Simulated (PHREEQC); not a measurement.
Dissolve 46 mmol/kgw LiOH and 0.038 mmol/kgw Fe2(SO4)3 at 80 °C. Closed to the air; pH follows from the charge balance.

Model: ion-association model, wateq4f.dat, run in PHREEQC.

**Question.** The ionic strength comes out as 0.0461 mol/kgw. What activity coefficients do Li+, Fe(OH)4-, SO4-2, OH-, LiSO4- get?

**Answer.** Li+ 0.82, Fe(OH)4- 0.82, SO4-2 0.43, OH- 0.80, LiSO4- 0.81.

No solid was allowed to form. The solution is supersaturated, for example in Hematite (slow to form), Goethite (slow to form), so a real one may precipitate; this is no full list. Complexes and solids missing from the database can't appear. At this temperature some constants are extrapolated from 25 °C, and those without enthalpy data are left unchanged.
